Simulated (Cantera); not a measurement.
A closed system holds: 1 mol CS2, 0.063 mol H2O, 3.4 mol O2, held at 2598.15 K and 10.0 Torr.

Method: chemical equilibrium by Gibbs-energy minimisation in Cantera with the NASA 1993 tables (ideal gas, pure condensed phases). Candidate condensed phases: C, C6H6, C7H8, C8H18, H2O, H2SO4, S; 123 gas species. Rates play no part.

Base state: SO2 0.398, O2 0.168, CO 0.136, CO2 0.106, O 0.0820, SO 0.0809, OH 0.0110, H 0.00946 (mole fractions); condensed: gas only.

What changes in the equilibrium state with this change: temperature from 2598.15 K to 673 K?


```json
[
 {"species": "SO2", "before": "0.398", "after": "0.392"},
 {"species": "CO2", "before": "0.106", "after": "0.326"},
 {"species": "SO3", "before": "2.95e-5", "after": "0.261"},
 {"species": "O2", "before": "0.168", "after": "0.000104"},
 {"species": "CO", "before": "0.136", "after": "<1e-9"},
 {"species": "O", "before": "0.0820", "after": "<1e-9"},
 {"species": "SO", "before": "0.0809", "after": "<1e-9"},
 {"species": "OH", "before": "0.0110", "after": "<1e-9"},
 {"species": "H2O", "before": "0.00414", "after": "0.0205"},
 {"species": "H", "before": "0.00946", "after": "<1e-9"},
 {"species": "S", "before": "0.00397", "after": "<1e-9"},
 {"species": "H2", "before": "0.000822", "after": "<1e-9"},
 {"species": "H2SO4", "before": "<1e-9", "after": "6.77e-5"}
]
```
